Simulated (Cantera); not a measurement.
Mixture: 19.9 % H2, 16.8 % O2, 63.3 % N2, equivalence ratio 0.59, at 495 Torr, adiabatic and at constant volume. Ignition delay is the time to a rise of 400 K.

Computed with Cantera and the H2/O2 subset of GRI-Mech 3.0, which has no nitrogen chemistry. Below about 950 K walls govern HO2 and H2O2 in real vessels. Where the delays flatten at high temperature, the 400 K rule measures the pace of heat release, not the induction time.

**Question.** Predict: delay at 898 K; delay at 1048 K; delay at 1198 K; delay at 1348 K; delay at 1498 K.

**Answer.** 
```
Item                Value
---------------  --------
delay at 898 K    0.132 s
delay at 1048 K  0.186 ms
delay at 1198 K   71.3 µs
delay at 1348 K   41.3 µs
delay at 1498 K   31.7 µs
```
